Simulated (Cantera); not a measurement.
Source: NASA polynomial tables (part measured, part estimated), evaluated in Cantera. Values are per mole of reaction as written; species without (g) are pure solids or liquids, kept so even where they would boil at 1 bar.

2 F(g) + 2 HCl(g) = Cl₂(g) + 2 HF(g)

```tsv
T (K)	ΔH° (kJ)	ΔS° (J/K)	ΔG° (kJ)	log10 K
2048	…	…	…	…
2148	-533.8	-137.1	-239.4	5.82
2248	-534.4	-137.3	-225.6	5.24
2348	…	…	…	…
2448	…	…	…	…
2548	-535.9	-138.0	-184.3	3.78
2648	-536.3	-138.1	-170.5	3.36
2748	-536.7	-138.3	-156.7	2.98
2848	-537.0	-138.4	-142.9	2.62
```

Question: Fill in the missing entries.

Answer: 
- 2048, ΔH° (kJ): -533.2
- 2048, ΔS° (J/K): -136.8
- 2048, ΔG° (kJ): -253.0
- 2048, log10 K: 6.45
- 2348, ΔH° (kJ): -534.9
- 2348, ΔS° (J/K): -137.6
- 2348, ΔG° (kJ): -211.9
- 2348, log10 K: 4.71
- 2448, ΔH° (kJ): -535.4
- 2448, ΔS° (J/K): -137.8
- 2448, ΔG° (kJ): -198.1
- 2448, log10 K: 4.23
